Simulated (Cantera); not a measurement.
Charge: 1 mol CH3SiCl3, 0.041 mol C2H4, 43 mol H2, at 1000 Pa.

Equilibrium computed with Cantera from the NASA thermochemical tables; the gas is ideal and each condensed phase is pure. Candidate condensed phases: C, C6H6, C7H8, C8H18, Si, SiC; 109 gas species. The feed counts by its element totals alone. The tables' values for SiCl are old estimates; treat these amounts as uncertain. Gases not in the tables: Si2H6 and higher silanes. Equilibrium is a limit: real reactors are often held back by kinetics, nucleation or transport.

log p: log10 of the partial pressure in bar; n: condensed amount in mol.

```csv
T (K),log p H2,log p H,log p HCl,log p Si,log p Cl,n C(graphite),n SiC(s)
1448,-2.03,-6.05,-3.19,-10.76,-7.30,0.0841,0.996
1548,-2.03,-5.53,-3.19,-9.56,-6.78,0.0859,0.994
1648,-2.03,[?],-3.19,[?],[?],0.0867,0.991
1748,-2.03,-4.66,-3.19,-7.56,-5.93,0.0851,0.987
1848,-2.03,-4.29,-3.19,-6.73,-5.57,0.0785,0.981
1948,-2.03,[?],-3.20,[?],[?],[?],0.970
2048,-2.04,-3.67,-3.21,-5.31,-4.97,0.0491,0.940
2148,-2.05,-3.40,-3.22,-4.70,-4.71,0.0616,0.839
2248,-2.07,-3.17,-3.25,-4.14,-4.49,0.216,0.485
```

Some entries are withheld; supply them.


- 1948, log p H: -3.96
- 1948, log p Si: -5.98
- 1948, log p Cl: -5.25
- 1948, n C(graphite): 0.0650
- 1648, log p H: -5.07
- 1648, log p Si: -8.50
- 1648, log p Cl: -6.33
